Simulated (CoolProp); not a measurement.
n-undecane along the isobar 29.8 bar: fugacity coefficient from the reference equation and from simpler models built on Tc = 638.8 K, pc = 19.90 bar, ω = 0.539; each cubic takes its own stable root.

Model: reference Helmholtz-energy equation of state, Aleksandrov 2011, in CoolProp. It is a short technical equation, of lower accuracy than the large ones.

| T (K) | phase | reference |
|---|---|---|
| 261.6 | liquid | 9.631e-7 |
| 287.1 | liquid | 1.039e-5 |
| 312.6 | liquid | 7.011e-5 |
| 338.1 | liquid | 0.0003325 |
| 363.6 | liquid | 0.001202 |
| 389.1 | liquid | 0.003509 |
| 414.6 | liquid | 0.008647 |
| 440.1 | liquid | 0.01857 |

Q: How far does each simpler model (van der Waals, Redlich-Kwong, Peng-Robinson) lie from the reference over these 8 states: mean and median of the absolute difference, and the worst?

A: 
- van der Waals: mean 114427.1 %, median 8221.6 %, worst +727550.3 % at 261.6 K and 29.8 bar
- Redlich-Kwong: mean 2190.1 %, median 956.3 %, worst +8585.5 % at 261.6 K and 29.8 bar
- Peng-Robinson: mean 12.0 %, median 6.8 %, worst +37.0 % at 261.6 K and 29.8 bar
